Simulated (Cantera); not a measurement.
Input: 1 mol PbO, 0.58 mol H2, 56 mol N2, 4.4 mol CO, held at 0.100 bar.

These are equilibrium values from Cantera (NASA tables, ideal gas, pure condensed phases), not measurements of a reactor. Candidate condensed phases: C, C6H6, C7H8, C8H18, H2O, Pb, PbO, PbO2, Pb3O4; 139 gas species. Kinetics and transport are ignored.

**Question.** Which condensed phases are stable at each of these points (T (°C)): 877, 902, 927, 952, 977, 1002, 1027, 1052, 1077, 1102, 1127, 1152, 1177, 1202?

**Answer.** 
```json
[
 {"T (°C)": "877", "condensed phases": "Pb(l)", "Pb condensed (%)": "82.3"},
 {"T (°C)": "902", "condensed phases": "Pb(l)", "Pb condensed (%)": "73.3"},
 {"T (°C)": "927", "condensed phases": "Pb(l)", "Pb condensed (%)": "60.5"},
 {"T (°C)": "952", "condensed phases": "Pb(l)", "Pb condensed (%)": "42.5"},
 {"T (°C)": "977", "condensed phases": "Pb(l)", "Pb condensed (%)": "17.3"},
 {"T (°C)": "1002", "condensed phases": "gas only", "Pb condensed (%)": "0.0"},
 {"T (°C)": "1027", "condensed phases": "gas only", "Pb condensed (%)": "0.0"},
 {"T (°C)": "1052", "condensed phases": "gas only", "Pb condensed (%)": "0.0"},
 {"T (°C)": "1077", "condensed phases": "gas only", "Pb condensed (%)": "0.0"},
 {"T (°C)": "1102", "condensed phases": "gas only", "Pb condensed (%)": "0.0"},
 {"T (°C)": "1127", "condensed phases": "gas only", "Pb condensed (%)": "0.0"},
 {"T (°C)": "1152", "condensed phases": "gas only", "Pb condensed (%)": "0.0"},
 {"T (°C)": "1177", "condensed phases": "gas only", "Pb condensed (%)": "0.0"},
 {"T (°C)": "1202", "condensed phases": "gas only", "Pb condensed (%)": "0.0"}
]
```

From 877 °C to 977 °C the condensed part is Pb(l). From 1002 °C to 1202 °C nothing is condensed.
